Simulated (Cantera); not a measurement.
A Cantera script and what it prints.

```python
import numpy as np
import cantera as ct

gas_names = """
    H H2O Pb
""".split()
cond_names = """
    PbO(rd) PbO(yw) PbO(L)
""".split()


# ... load() reads the species with a 1 bar reference pressure and builds the phases ...
species = {s.name: s for s in load("nasa_gas.yaml", gas_names) + load("nasa_condensed.yaml", cond_names)}
# Each term lists the table entries of one substance; the one whose range holds T is used.
reactions = {
    '2 H(g) + PbO = H2O(g) + Pb(g)':
        [(-2, ['H']), (-1, ['PbO(rd)', 'PbO(yw)', 'PbO(L)']), (1, ['H2O']), (1, ['Pb'])],
}


def pick(names, T):
    return next(species[n] for n in names if species[n].thermo.min_temp <= T <= species[n].thermo.max_temp)


results = []
for label, terms in reactions.items():
    print(label)
    print("     T/K   dH/kJ  dS/(J/K)   dG/kJ   log10 K")
    for T in [300, 1700, 1725, 1750, 1775, 1800, 1825, 1850, 1875, 1900]:
        used = [(nu, pick(names, T)) for nu, names in terms]
        dH = sum(nu * s.thermo.h(T) for nu, s in used) / 1e6
        dS = sum(nu * s.thermo.s(T) for nu, s in used) / 1e3
        dG = dH - T * dS / 1e3
        logK = -dG * 1e6 / (ct.gas_constant * T * np.log(10))
        results.append((label, T, dH, dS, dG, logK, [s.name for _, s in used]))
        print(f"{T:8g} {dH:8.1f} {dS:8.1f} {dG:8.1f} {logK:8.2f}")
```

It prints:

```
2 H(g) + PbO = H2O(g) + Pb(g)
     T/K   dH/kJ  dS/(J/K)   dG/kJ   log10 K
     300   -263.3     68.2   -283.7    49.40
    1700   -342.3    -19.8   -308.7     9.48
    1725   -343.2    -20.3   -308.2     9.33
    1750   -344.0    -20.8   -307.7     9.18
    1775   -344.9    -21.3   -307.2     9.04
    1800   -345.7    -21.7   -306.6     8.90
    1825   -346.5    -22.2   -306.1     8.76
    1850   -347.3    -22.6   -305.5     8.63
    1875   -348.1    -23.0   -304.9     8.49
    1900   -348.9    -23.5   -304.4     8.37
```

Cantera with NASA thermochemical tables; ideal gases at 1 bar, condensed phases pure. Condensed species are held in their standard states even where they would react or evaporate.
